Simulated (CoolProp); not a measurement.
Vapour pressure (bar) of R125: the reference equation beside estimates from Tc = 66.0 °C, pc = 36.18 bar, ω = 0.305. Clausius-Clapeyron is anchored at -4.95 °C with a constant enthalpy of vaporisation of 16.43 kJ/mol.

Computed with CoolProp (reference Helmholtz-energy equation of state, Lemmon 2005).

```csv
T (°C),reference,Lee-Kesler,Clausius-Clapeyron,van der Waals,Redlich-Kwong,Soave-Redlich-Kwong,Peng-Robinson
-4.95,5.717,5.741,5.717,[?],8.186,[?],5.691
-1.75,6.342,6.368,6.236,13.88,8.912,6.398,6.316
1.35,6.996,7.023,6.770,14.63,9.656,7.063,6.970
4.55,7.722,7.750,7.356,15.43,10.47,7.802,7.698
7.65,8.478,8.506,7.957,16.22,11.30,[?],[?]
10.85,9.316,9.343,8.614,17.07,[?],9.424,[?]
13.95,10.18,10.21,9.286,17.92,13.12,10.31,10.17
17.05,11.11,11.14,9.995,18.79,14.09,11.25,11.10
20.25,12.13,12.15,10.77,19.72,15.13,[?],12.13
23.35,13.19,13.21,11.55,[?],16.19,13.37,13.20
26.55,14.35,14.36,12.40,21.63,17.34,14.55,14.37
```

Problem. What belongs in the gaps?

Solution. 
- -4.95, van der Waals: 13.14
- -4.95, Soave-Redlich-Kwong: 5.762
- 7.65, Soave-Redlich-Kwong: 8.572
- 7.65, Peng-Robinson: 8.456
- 10.85, Redlich-Kwong: 12.20
- 10.85, Peng-Robinson: 9.296
- 20.25, Soave-Redlich-Kwong: 12.29
- 23.35, van der Waals: 20.65

Absolute difference from the reference over all 11 rows, mean and median: Lee-Kesler 0.3 and 0.3 %, Clausius-Clapeyron 7.2 and 7.5 %, van der Waals 86.1 and 83.2 %, Redlich-Kwong 31.4 and 31.0 %, Soave-Redlich-Kwong 1.1 and 1.2 %, Peng-Robinson 0.2 and 0.2 %.
